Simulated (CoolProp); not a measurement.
Saturation properties of cis-2-butene.

Computed with CoolProp (reference Helmholtz-energy equation of state, Lemmon 2005). It is a short technical equation, of lower accuracy than the large ones.

| T (°C) | p (kPa) | liquid cp (kJ/(kg K)) | surface tension (mN/m) |
|---|---|---|---|
| -25.45 | 28.53 | 2.067 | 20.7 |
| -15.05 | ? | 2.097 | 19.3 |
| -4.65 | 72.76 | 2.130 | 17.9 |
| 5.75 | 109.4 | 2.166 | 16.5 |
| 16.15 | 159.1 | ? | 15.2 |
| 26.55 | 224.5 | 2.252 | 13.8 |
| 36.95 | 308.9 | 2.302 | ? |
| 47.35 | 415.2 | 2.358 | 11.3 |
| 57.75 | 546.9 | 2.419 | ? |
| 68.15 | 707.4 | 2.488 | 8.78 |
| 78.55 | ? | 2.567 | 7.60 |
| 88.95 | 1130 | 2.660 | 6.44 |
| 99.35 | 1400 | ? | 5.33 |
| 109.75 | ? | 2.913 | 4.26 |
| 120.05 | 2076 | 3.100 | 3.25 |

### Question
What belongs in the gaps?

### Answer

- -15.05, p (kPa): 46.57
- 16.15, liquid cp (kJ/(kg K)): 2.207
- 36.95, surface tension (mN/m): 12.5
- 57.75, surface tension (mN/m): 10.0
- 78.55, p (kPa): 900.5
- 99.35, liquid cp (kJ/(kg K)): 2.772
- 109.75, p (kPa): 1715

It boils at 3.7 °C under 1 atm.

Surface tension comes from a separate correlation (Mulero 2014).
